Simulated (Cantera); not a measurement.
An isothermal, constant-pressure homogeneous reactor starts with 0.285 % CO, 0.533 % O₂, 7.35 % H₂O, 91.8 % N₂, equivalence ratio 0.27, at 1523 K and 7500 Torr.

Computed with Cantera and GRI-Mech 3.0 (53 species, 325 reactions).

Task: Predict: x(CO) at 7.00 s; x(O₂) at 7.00 s; x(H₂O) at 7.00 s; x(O) at 7.00 s; x(NO) at 7.00 s.

Result: 
| Quantity | Value |
|---|---|
| x(CO) at 7.00 s | 9.98e-8 (gas-phase equilibrium 1.01e-7) |
| x(O₂) at 7.00 s | 0.00390 (gas-phase equilibrium 0.00380) |
| x(H₂O) at 7.00 s | 0.0736 (gas-phase equilibrium 0.0736) |
| x(O) at 7.00 s | 1.10e-7 (gas-phase equilibrium 1.08e-7) |
| x(NO) at 7.00 s | 3.20e-7 (gas-phase equilibrium 0.000200) |
